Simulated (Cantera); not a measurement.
An isothermal, constant-pressure homogeneous reactor starts with 80.9 % CH4, 19.1 % N2, at 1250 K and 1.01 bar.

Detailed kinetics in Cantera: GRI-Mech 3.0 (53 species, 325 reactions). GRI-Mech 3.0 stops at C3 and has no aromatics, soot or wall deposition, so with more carbon than oxygen in the feed, carbon stays in small species such as C2H2 where larger ones or solid carbon would form.

x: mole fraction; the columns are a selection and need not sum to one.

| t (s) | x CH4 | x CH3 | x H2 | x HCN | x C2H6 | x C2H2 |
|---|---|---|---|---|---|---|
| 9.00e-6 | 0.809 | 1.61e-8 | 7.97e-9 | <1e-12 | <1e-12 | <1e-12 |
| 2.97e-5 | 0.809 | 5.34e-8 | 2.66e-8 | <1e-12 | 1.53e-12 | <1e-12 |
| 9.82e-5 | 0.809 | 1.76e-7 | 8.82e-8 | <1e-12 | 5.52e-11 | <1e-12 |
| 0.000324 | 0.809 | … | … | <1e-12 | … | <1e-12 |
| 0.00107 | 0.809 | 1.80e-6 | 9.67e-7 | <1e-12 | 6.55e-8 | <1e-12 |
| 0.00353 | 0.809 | 3.75e-6 | 3.27e-6 | <1e-12 | 1.31e-6 | 6.25e-12 |
| 0.0117 | 0.808 | 4.17e-6 | 1.11e-5 | <1e-12 | 8.40e-6 | 2.17e-10 |
| 0.0385 | 0.808 | 4.40e-6 | 3.76e-5 | <1e-12 | 3.20e-5 | 4.09e-9 |
| 0.127 | 0.808 | 5.06e-6 | 0.000131 | <1e-12 | 0.000106 | 8.84e-8 |
| 0.420 | 0.808 | 6.46e-6 | 0.000510 | <1e-12 | 0.000295 | 2.81e-6 |
| 1.39 | 0.805 | 7.74e-6 | … | <1e-12 | 0.000511 | … |
| 4.58 | 0.795 | 7.68e-6 | 0.0100 | <1e-12 | 0.000505 | 0.00138 |
| 15.1 | 0.761 | 7.04e-6 | 0.0372 | <1e-12 | 0.000407 | 0.00887 |
| 50.0 | 0.673 | 6.50e-6 | 0.107 | <1e-12 | 0.000356 | 0.0245 |

Problem. Complete the blanks.

Solution. 
- 0.000324, x CH3: 5.79e-7
- 0.000324, x H2: 2.92e-7
- 0.000324, x C2H6: 1.98e-9
- 1.39, x H2: 0.00232
- 1.39, x C2H2: 8.94e-5
